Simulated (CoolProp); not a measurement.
Computed with CoolProp (reference Helmholtz-energy equation of state, Lemmon 2006). It is a short technical equation, of lower accuracy than the large ones.

Task: For n-nonane, give the phase and the Z, isothermal compressibility (1/MPa), expansivity (1/kK), viscosity (µPa s) at 481.1 K and 0.976 MPa; 583 K and 0.976 MPa; 600 K and 0.976 MPa.

Result: 
- 481.1 K and 0.976 MPa: liquid; Z 0.0565, isothermal compressibility 0.00682, expansivity 2.00, viscosity 139
- 583 K and 0.976 MPa: gas; Z 0.812, isothermal compressibility 1.31, expansivity 3.63, viscosity 10.7
- 600 K and 0.976 MPa: gas; Z 0.836, isothermal compressibility 1.26, expansivity 3.19, viscosity 10.9

Viscosity comes from a separate model (Huber 2004).
